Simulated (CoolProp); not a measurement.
Vapour-liquid equilibrium of R143a (1) + R134a (2) at -55.05 °C; x and y are mole fractions of (1).

Values from CoolProp's multi-fluid Helmholtz-energy mixture model, Lemmon and Jacobsen 2000 and Tillner-Roth 1994; pair parameters Lemmon 2004.

```tsv
x	bubble pressure (MPa)	y at the bubble point	dew pressure at overall composition x (MPa)	liquid density (mol/L)
0.05	…	0.140	0.02253	14.31
0.15	…	0.353	0.02426	14.30
0.25	0.03342	…	0.02627	14.28
0.35	0.03813	0.625	0.02865	14.27
0.45	0.04285	0.716	0.03150	14.25
0.55	0.04758	0.790	0.03499	14.23
0.65	0.05230	0.851	0.03933	14.21
0.75	0.05703	0.901	0.04490	14.19
0.85	…	0.945	0.05226	14.17
0.95	0.06652	0.983	…	14.14
```

Q: Fill in the missing entries.

A: 
- 0.05, bubble pressure (MPa): 0.02407
- 0.15, bubble pressure (MPa): 0.02872
- 0.25, y at the bubble point: 0.508
- 0.85, bubble pressure (MPa): 0.06177
- 0.95, dew pressure at overall composition x (MPa): 0.06236

No azeotrope shows between x = 0.05 and 0.95.

Pair parameters are fitted to limited data, so mixtures are less certain than the pure fluids.
